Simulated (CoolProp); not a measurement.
A simple Rankine cycle with R245fa: condensing at 300.15 K, boiler at 1.18 MPa, turbine inlet 410.2 K, turbine efficiency 0.65, pump efficiency 0.7, no recuperator. Each further row changes one setting.

Model: reference Helmholtz-energy equation of state, Akasaka 2015, in CoolProp.

| case | thermal efficiency (%) | net work (kJ/kg) | heat in (kJ/kg) | turbine exit temperature (K) | volume ratio over the turbine |
|---|---|---|---|---|---|
| as stated | 9.6 | 27.4 | 285 | 371.1 | 7.58 |
| turbine inlet 430.2 K | 9.5 | ? | ? | ? | ? |
| condensing temperature 292.15 K | 10.7 | ? | 296 | ? | 10.2 |
| boiler pressure 0.826 MPa | 8.1 | ? | 290 | 379.8 | 5.16 |
| turbine efficiency 0.55 | 8.1 | 23.1 | 285 | 375.4 | 7.67 |

Question: What belongs in the gaps?

Answer: 
- turbine inlet 430.2 K, net work (kJ/kg): 29.4
- turbine inlet 430.2 K, heat in (kJ/kg): 309
- turbine inlet 430.2 K, turbine exit temperature (K): 392.1
- turbine inlet 430.2 K, volume ratio over the turbine: 7.44
- condensing temperature 292.15 K, net work (kJ/kg): 31.6
- condensing temperature 292.15 K, turbine exit temperature (K): 366.4
- boiler pressure 0.826 MPa, net work (kJ/kg): 23.6
